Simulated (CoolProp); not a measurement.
A single-stage vapour-compression cycle with dimethyl ether: evaporating at 233.15 K (dew point), condensing at 295.15 K (bubble point), superheat 0 K, subcooling 8 K, compressor efficiency 0.65, no pressure losses. Each further row changes one setting.

Model: reference Helmholtz-energy equation of state, Wu 2011, in CoolProp.

| case | cooling COP | pressure ratio | discharge temperature (K) | refrigerating effect (kJ/kg) | volumetric capacity (kJ/m³) |
|---|---|---|---|---|---|
| as stated | 2.04 | 10.9 | 361.1 | 359 | 434 |
| evaporating temperature 238.15 K | 2.32 | 8.51 | 353.6 | 364 | 554 |
| condensing temperature 290.15 K | 2.27 | 9.37 | 352.8 | 371 | 448 |
| subcooling 13 K | 2.11 | 10.9 | 361.1 | 371 | 448 |
| superheat 10 K | 2.03 | 10.9 | 373.4 | 372 | 429 |
| compressor efficiency 0.55 | 1.73 | 10.9 | 379.7 | 359 | 434 |
